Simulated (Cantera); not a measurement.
A Cantera script and its output.

```python
import numpy as np
import cantera as ct

gas = ct.Solution("gri30.yaml", transport_model="multicomponent")
show = ['CH4', 'NH3', 'H2']

rows = []
print(f"{'T/K':>7s}{'rho':>11s}{'cp':>10s}{'mu':>11s}{'lambda':>11s}{'Pr':>7s}" + "".join(f"{'D_' + s:>11s}" for s in show))
for T in [400, 650, 900, 1150, 1400, 1650]:
    gas.TPX = T, 1333, {'C3H8': 0.26, 'H2O': 0.71}
    Pr = gas.cp_mass * gas.viscosity / gas.thermal_conductivity
    D = [gas.mix_diff_coeffs_mole[gas.species_index(s)] for s in show]
    rows.append([gas.density, gas.cp_mass, gas.viscosity, gas.thermal_conductivity, Pr, *D])
    print(f"{T:7g}{gas.density:11.4e}{gas.cp_mass:10.1f}{gas.viscosity:11.4e}"
          f"{gas.thermal_conductivity:11.4e}{Pr:7.3f}" + "".join(f"{d:11.4e}" for d in D))
print("SI units: kg/m3, J/kg/K, Pa s, W/m/K, m2/s")
```

Output:

```
    T/K        rho        cp         mu     lambda     Pr      D_CH4      D_NH3       D_H2
    400 1.0023e-02    2011.7 1.2855e-05 3.5218e-02  0.734 2.4599e-03 2.2141e-03 8.9451e-03
    650 6.1678e-03    2537.7 2.0681e-05 6.8287e-02  0.769 6.0452e-03 5.8250e-03 2.0857e-02
    900 4.4545e-03    2942.5 2.7916e-05 1.0405e-01  0.789 1.0781e-02 1.0864e-02 3.6281e-02
   1150 3.4861e-03    3249.1 3.4597e-05 1.4041e-01  0.801 1.6502e-02 1.7131e-02 5.4797e-02
   1400 2.8636e-03    3490.7 4.0800e-05 1.7639e-01  0.807 2.3109e-02 2.4488e-02 7.6135e-02
   1650 2.4297e-03    3687.6 4.6597e-05 2.1161e-01  0.812 3.0533e-02 3.2836e-02 1.0011e-01
SI units: kg/m3, J/kg/K, Pa s, W/m/K, m2/s
```

Model: GRI-Mech 3.0 (53 species, 325 reactions), integrated in Cantera. Polar gases are described roughly by these parameters. The composition is frozen, though it would react at the higher temperatures.
